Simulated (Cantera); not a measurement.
# Premixed flame

A freely propagating, adiabatic, planar premixed flame of H₂ : O₂ : N₂ = 1 : 0.562 : 2.11 (molar parts), unburnt at 525 K and 100000 Pa; mixture-averaged transport, grid criteria slope 0.08 and curve 0.16, no radiation.

Computed with Cantera and the H2/O2 subset of GRI-Mech 3.0, which has no nitrogen chemistry. Burning velocities carry a grid error of a few per cent, more on coarse grids.

```csv
z (mm),T (K),u (m/s),x H₂,x O₂,x HO₂,x O,x OH,x H
-1.31,525,5.28,0.272,0.153,<1e-8,<1e-8,<1e-8,<1e-8
-0.876,525,5.28,0.272,0.153,<1e-8,<1e-8,<1e-8,<1e-8
-0.657,525,5.28,0.272,0.153,<1e-8,<1e-8,<1e-8,<1e-8
-0.438,525,5.28,0.272,0.153,1.20e-7,<1e-8,<1e-8,<1e-8
-0.219,536,5.36,0.268,0.154,0.000164,3.14e-6,1.79e-5,3.44e-5
-0.110,743,7.24,0.234,0.150,0.000252,0.000225,0.000843,0.00368
0,1197,11.3,0.138,0.114,0.000102,0.00481,0.00332,0.0278
0.110,1524,14.1,0.0566,0.0590,4.55e-5,0.0120,0.00980,0.0455
0.219,1683,15.5,0.0382,0.0422,2.81e-5,0.0133,0.0136,0.0422
0.438,1846,16.9,0.0340,0.0363,1.93e-5,0.0116,0.0162,0.0315
0.876,2008,18.1,0.0301,0.0323,1.30e-5,0.00888,0.0175,0.0207
1.75,2156,19.3,0.0243,0.0285,8.26e-6,0.00608,0.0172,0.0121
3.51,2278,20.2,0.0177,0.0253,5.35e-6,0.00377,0.0154,0.00627
```
x: mole fraction of selected species; z is measured from the peak of heat release.

```json
{
 "laminar_burning_velocity": "528 cm/s",
 "thermal_thickness": "0.438 mm",
 "peak x(HO₂)": "0.000358",
 "peak x(O)": "0.0133",
 "peak x(OH)": "0.0176",
 "peak x(H)": "0.0458"
}
```
